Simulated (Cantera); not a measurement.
Tantalum, niobium, vanadium and zirconium in process gases: V + N2 + H2

Charge: 1 mol V, 0.14 mol N2, 1.9 mol H2, at 100000 Pa.

Method: chemical equilibrium by Gibbs-energy minimisation in Cantera with the NASA 1993 tables (ideal gas, pure condensed phases). Candidate condensed phases: V, VN; 11 gas species. Mutual solubility and eutectic melting of coexisting phases are not modelled. VN: taken at fixed stoichiometry. Condensed phases not in the tables: V2N, N, O or C dissolved in the metal. The numbers say what is thermodynamically allowed, not how fast it happens.

From 1450 K to 2125 K the condensed part is V(s) + VN(s). From 2200 K to 2275 K the condensed part is V(l) + VN(s).

```tsv
T (K)	x H2	x N2	x H	x V	x NH3	x NH2	x VN	n V(s)	n VN(s)	n V(l)
1450	1.000	1.44e-7	9.46e-6	2.17e-11	2.75e-8	<1e-12	<1e-12	0.720	0.280	0
1525	1.000	8.00e-7	2.37e-5	1.74e-10	5.14e-8	3.32e-12	<1e-12	0.720	0.280	0
1600	1.000	3.77e-6	5.44e-5	1.14e-9	9.06e-8	1.42e-11	<1e-12	0.720	0.280	0
1675	1.000	1.54e-5	0.000116	6.31e-9	1.51e-7	5.33e-11	<1e-12	0.720	0.280	0
1750	1.000	5.55e-5	0.000233	3.00e-8	2.42e-7	1.78e-10	<1e-12	0.720	0.280	0
1825	0.999	0.000180	0.000440	1.26e-7	3.71e-7	5.38e-10	2.65e-12	0.721	0.279	0
1900	0.999	0.000529	0.000793	4.67e-7	5.50e-7	1.49e-9	1.70e-11	0.722	0.278	0
1975	0.997	0.00143	0.00137	1.57e-6	7.90e-7	3.81e-9	9.42e-11	0.725	0.275	0
2050	0.994	0.00360	0.00226	4.82e-6	1.10e-6	9.07e-9	4.58e-10	0.734	0.266	0
2125	0.988	0.00847	0.00361	1.36e-5	1.49e-6	2.02e-8	1.99e-9	0.753	0.247	0
2200	0.975	0.0190	0.00556	3.55e-5	1.97e-6	4.27e-8	7.77e-9	0	0.206	0.794
2275	0.948	0.0433	0.00827	8.38e-5	2.59e-6	8.74e-8	2.77e-8	0	0.107	0.893
```
x: gas mole fraction; n: condensed amount in mol.
